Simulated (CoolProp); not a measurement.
Values from CoolProp's reference Helmholtz-energy equation of state, Thol 2015.

**Question.** For octamethylcyclotetrasiloxane (D4), give the phase and the density (kg/m³), isothermal compressibility (1/MPa), fugacity coefficient at 395.2 K and 0.455 bar.

**Answer.** 
- 395.2 K and 0.455 bar: liquid; density 836, isothermal compressibility 0.00375, fugacity coefficient 0.437
